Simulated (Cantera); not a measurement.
## Low-pressure radical oxidation in H2/O2

An isothermal, constant-pressure homogeneous reactor starts with H2 : O2 = 0.27 : 1 (molar parts), at 975 K and 0.0133 bar.

Detailed kinetics in Cantera: the H2/O2 subset of GRI-Mech 3.0, which has no nitrogen chemistry. Radical loss at walls, strong at low pressure, is not modelled. The temperature is held fixed by assumption; the heat of reaction is taken as removed at once.

```
t (s)        x H2   x O2     x HO2     x H2O    x H2O2
--------  -------  -----  --------  --------  --------
2.00e-6     0.213  0.787  1.61e-12    <1e-12    <1e-12
1.83e-5     0.213  0.787  1.48e-11    <1e-12    <1e-12
0.000168    0.213  0.787  1.37e-10  5.46e-11    <1e-12
0.00154     0.213  0.787   5.05e-9   2.67e-7  2.75e-12
0.0141    0.00324  0.752   1.77e-5     0.227   5.44e-7
0.130     2.17e-5  0.762   1.37e-6     0.238   1.90e-7
1.19      3.06e-7  0.762   5.47e-8     0.238   2.85e-8
10.9      1.63e-8  0.762   4.31e-9     0.238   4.39e-9
100       1.42e-9  0.762  6.33e-10     0.238  5.94e-10
```
x: mole fraction; the columns are a selection and need not sum to one.

Equilibrium at this temperature and pressure: H2 9.67e-11, O2 0.762, HO2 8.51e-10, H2O 0.238, H2O2 4.86e-11 (gas phase only).
